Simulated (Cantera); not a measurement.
A freely propagating, adiabatic, planar premixed flame of 33.5 % H2, 14.0 % O2, 52.6 % N2, equivalence ratio 1.2, unburnt at 375 K and 7500 Torr; mixture-averaged transport, grid criteria slope 0.08 and curve 0.16, no radiation.

Model: the H2/O2 subset of GRI-Mech 3.0, which has no nitrogen chemistry, integrated in Cantera. The hydrogen kinetics of GRI-Mech 3.0 are dated; newer H2 mechanisms differ, most at raised pressure. Burning velocities carry a grid error of a few per cent, more on coarse grids.

Problem. Predict: laminar burning velocity; thermal thickness; peak x(O); peak x(HO2); peak x(OH); peak x(H2O2).

Solution. 
```json
{
  "laminar_burning_velocity": "310 cm/s",
  "thermal_thickness": "0.0219 mm",
  "peak x(O)": "0.00365",
  "peak x(HO2)": "0.00164",
  "peak x(OH)": "0.0118",
  "peak x(H2O2)": "0.000212"
}
```
